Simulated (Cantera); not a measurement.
Input (Python, Cantera):

```python
import numpy as np
import cantera as ct

gas = ct.Solution("gri30.yaml")
gas.TPX = 2148, 6000, {'NO': 1, 'N2': 2.3}
inlet = ct.Reservoir(gas, clone=True)

reactor = ct.IdealGasConstPressureReactor(gas, energy="off", clone=False)
exhaust = ct.Reservoir(gas, clone=True)
tau = [14, 2.3, 0.37, 0.06, 0.0097, 0.0016, 0.00025][0]
for a, b in ((inlet, reactor), (reactor, exhaust)):
    ct.MassFlowController(a, b, mdot=lambda t: reactor.mass / tau)
net = ct.ReactorNet([reactor])
show = ['NO', 'N2', 'O2', 'NO2', 'N2O']

rows = []
print(f"{'tau/s':>10s}{'T/K':>9s}" + "".join(f"{s:>11s}" for s in show))
for tau in [14, 2.3, 0.37, 0.06, 0.0097, 0.0016, 0.00025]:
    net.initial_time = 0.0
    net.advance(30 * tau)
    before = gas.X
    net.advance(40 * tau)
    drift = np.max(np.abs(gas.X - before) / (gas.X + 1e-9))
    rows.append([gas.T, *gas[show].X, drift])
    print(f"{tau:10.3e}{gas.T:9.1f}" + "".join(f"{x:11.3e}" for x in gas[show].X))
```

Output:

```
     tau/s      T/K         NO         N2         O2        NO2        N2O
 1.400e+01   2148.0  3.352e-02  8.305e-01  1.331e-01  8.939e-06  4.566e-07
 2.300e+00   2148.0  1.073e-01  7.938e-01  9.640e-02  2.432e-05  3.923e-06
 3.700e-01   2148.0  2.497e-01  7.230e-01  2.580e-02  2.992e-05  2.442e-05
 6.000e-02   2148.0  2.967e-01  6.998e-01  2.728e-03  1.557e-05  3.789e-05
 9.700e-03   2148.0  3.024e-01  6.972e-01  1.483e-04  6.030e-06  3.527e-05
 1.600e-03   2148.0  3.030e-01  6.970e-01  3.271e-06  8.263e-07  1.746e-05
 2.500e-04   2148.0  3.030e-01  6.970e-01  6.264e-08  5.138e-08  3.985e-06
```

Detailed kinetics in Cantera: GRI-Mech 3.0 (53 species, 325 reactions).
